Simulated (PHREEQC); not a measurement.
Buffer

Dissolve 0.0012 mol/kgw NaHSO4, 9.7e-05 mol/kgw Na2HPO4 and 0.00087 mol/kgw NaCl at 75 °C. Closed to the air; pH follows from the charge balance.

Computed with PHREEQC (ion-association model, phreeqc.dat).

Each row changes one thing in this solution. Precipitation was switched off in this run.

```csv
case,pH,ionic strength (mol/kgw),SO4-2 (mol/kgw),HSO4- (mol/kgw),H3PO4 (mol/kgw),NaSO4- (mol/kgw)
as made,3.09,0.00409,0.000972,0.000218,1.51e-5,1.06e-5
NaCl from 0.00087 to 0.00174 mol/kgw,3.09,0.00497,0.000972,0.000214,1.50e-5,1.43e-5
temperature from 75 to 85 °C,3.11,0.00401,0.000928,0.000262,1.55e-5,1.06e-5
NaCl left out,3.09,0.00322,0.000970,0.000223,1.52e-5,6.75e-6
NaHSO4 from 0.0012 to 0.0018 mol/kgw,2.93,0.00546,0.00136,0.000424,2.01e-5,1.80e-5
```

Away from 25 °C the constants follow the database's enthalpies or fits; those with neither stay at their 25 °C values.
